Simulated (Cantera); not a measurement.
A Cantera script and what it prints.

```python
import numpy as np
import cantera as ct

gas_names = [...]  # 113 gases of nasa_gas.yaml made of C, H, O, Ta
cond_names = """
    C(gr) C6H6(L) C7H8(L) C8H18(L),n-octa H2O(s) H2O(L) Ta(cr) Ta(L) TaC(s) TaC(L) Ta2O5(s) Ta2O5(L)
""".split()


# ... load() reads the species with a 1 bar reference pressure and builds the phases ...
atoms = {
    'Ta2O5': {'Ta': 2, 'O': 5},
    'CO': {'C': 1, 'O': 1},
    'H2': {'H': 2},
    'C': {'C': 1},
}
top_T = {'C(gr)': 4500}  # K; cautious upper limits of use, not melting points


# ... equilibrate(T, P, feed) seeds the gas with the atoms and calls Mixture.equilibrate('TP', solver="vcs", rtol=1e-11, max_steps=5000) ...
results = []
feed = {'Ta2O5': 1, 'CO': 2.9, 'H2': 0.13, 'C': 0.88}  # mol
T = 1525  # K
P = 10000  # Pa
mix = equilibrate(T, P, feed)
results.append((T, P, feed, dict(zip(mix.species_names, mix.species_moles))))
print(gas.report(threshold=1e-06))
for i in range(1, mix.n_phases):
    print(f"{mix.phase(i).name:16s} {mix.phase_moles(i):12.5e} mol")
```

Output:

```
       temperature   1525 K
          pressure   10000 Pa
           density   0.021376 kg/m^3
  mean mol. weight   27.104 kg/kmol
   phase of matter   gas

                          1 kg             1 kmol
                     ---------------   ---------------
          enthalpy       -2.4828e+06       -6.7293e+07  J
   internal energy       -2.9506e+06       -7.9972e+07  J
           entropy            9852.9        2.6705e+05  J/K
    Gibbs function       -1.7508e+07       -4.7455e+08  J
 heat capacity c_p            1296.3             35134  J/K
 heat capacity c_v             989.5             26819  J/K

                      mass frac. Y      mole frac. X     chem. pot. / RT
                     ---------------   ---------------   ---------------
                CO           0.99563           0.96343           -37.872
               CO2         0.0016617         0.0010234           -70.497
                 H        5.2372e-07        1.4082e-05           -12.147
                H2         0.0026357          0.035436           -24.294
               H2O        6.7358e-05        0.00010134           -56.918
     [ +108 minor]        1.4159e-08        1.9814e-08

C(gr)             0.00000e+00 mol
Ta(cr)            0.00000e+00 mol
TaC(s)            2.52604e-01 mol
Ta2O5(s)          8.73698e-01 mol
```

Cantera equilibrium calculation (NASA polynomials, part measured and part estimated; ideal gas, pure solids and liquids). Mutual solubility and eutectic melting of coexisting phases are not modelled. TaC: taken at fixed stoichiometry. Condensed phases not in the tables: Ta2C.
